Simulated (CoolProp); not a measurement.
A single-stage vapour-compression cycle with fluoroethane (R161): evaporating at 297.15 K (dew point), condensing at 328.15 K (bubble point), superheat 5 K, subcooling 2 K, compressor efficiency 0.7, no pressure losses. Each further row changes one setting.

The numbers come from the reference Helmholtz-energy equation of state, Wu 2012 in CoolProp.

```
case                              cooling COP  pressure ratio  discharge temperature (K)  refrigerating effect (kJ/kg)  volumetric capacity (kJ/m³)
--------------------------------  -----------  --------------  -------------------------  ----------------------------  ---------------------------
as stated                                5.60            2.16                      351.3                           280                         5670
evaporating temperature 302.15 K         6.92            1.89                      348.0                           283                         6560
condensing temperature 323.15 K          6.89            1.93                      343.9                           292                         5920
subcooling 7 K                           5.85            2.16                      351.3                           292                         5920
superheat 15 K                           5.58            2.16                      361.3                           295                         5660
compressor efficiency 0.6                4.80            2.16                      355.9                           280                         5670
```
